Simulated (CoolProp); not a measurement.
Vapour-liquid equilibrium of n-hexane (1) + dimethyl carbonate (2) at 310.6 K; x and y are mole fractions of (1).

Computed with CoolProp (multi-fluid Helmholtz-energy mixture model, Thol 2019 and Zhou 2011; pair parameters Bell 2016).

| x | bubble pressure, mixture model (kPa) | bubble pressure, Raoult's law (kPa) | y, mixture model | y, Raoult's law |
|---|---|---|---|---|
| 0.05 | 21.63 | 14.36 | 0.408 | 0.117 |
| 0.15 | 30.33 | 16.40 | 0.605 | 0.309 |
| 0.25 | 33.82 | 18.44 | 0.662 | 0.457 |
| 0.35 | 35.22 | 20.48 | 0.685 | 0.577 |
| 0.45 | 35.85 | 22.52 | 0.698 | 0.674 |
| 0.55 | 36.27 | 24.56 | 0.710 | 0.756 |
| 0.65 | 36.64 | 26.60 | 0.727 | 0.824 |
| 0.75 | 36.86 | 28.64 | 0.758 | 0.884 |
| 0.85 | 36.61 | 30.68 | 0.812 | 0.935 |
| 0.95 | 35.22 | 32.72 | 0.914 | 0.980 |

The largest gap from Raoult's law is +84.9 % in bubble pressure, at x = 0.15. y crosses x between x = 0.75 and 0.85: the model has an azeotrope there.

Pair parameters are fitted to limited data, so mixtures are less certain than the pure fluids. With so large a gap from Raoult's law the liquid may split in two, which this calculation doesn't test in full.
